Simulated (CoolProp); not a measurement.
Diethyl ether along the isobar 14.7 MPa: fugacity coefficient from the reference equation and from simpler models built on Tc = 467.9 K, pc = 3.717 MPa, ω = 0.282; each cubic takes its own stable root.

Model: reference Helmholtz-energy equation of state, Thol 2014, in CoolProp.

```csv
T (K),phase,reference
396.8,liquid,0.1012
406.9,liquid,0.1192
417,liquid,0.1387
427.1,liquid,0.1597
437.1,liquid,0.1819
447.2,liquid,0.2056
457.3,liquid,0.2304
467.4,liquid,0.2561
477.5,supercritical,0.2827
487.5,supercritical,0.3095
497.6,supercritical,0.3371
507.7,supercritical,0.3650
517.8,supercritical,0.3929
527.8,supercritical,0.4204
537.9,supercritical,0.4480
548,supercritical,0.4751
```

Q: How far does each simpler model (Redlich-Kwong, Soave-Redlich-Kwong) lie from the reference over these 16 states: mean and median of the absolute difference, and the worst?

A: 
- Redlich-Kwong: mean 10.7 %, median 7.9 %, worst +30.6 % at 396.8 K and 14.7 MPa
- Soave-Redlich-Kwong: mean 8.6 %, median 8.7 %, worst +8.9 % at 487.5 K and 14.7 MPa
